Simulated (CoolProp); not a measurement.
Values from CoolProp's reference Helmholtz-energy equation of state, Lemmon 2009.

Task: For propane, give the phase and the cp (kJ/(kg K)), cv (kJ/(kg K)), conductivity (mW/(m K)), Prandtl number at 374.9 K and 28.3 kPa; 374.9 K and 312 kPa.

Result: 
- 374.9 K and 28.3 kPa: gas; cp 2.01, cv 1.82, conductivity 27.5, Prandtl number 0.743
- 374.9 K and 312 kPa: gas; cp 2.04, cv 1.83, conductivity 27.8, Prandtl number 0.750

Viscosity comes from a separate model (Vogel 1998). Thermal conductivity comes from a separate model (Marsh 2002).
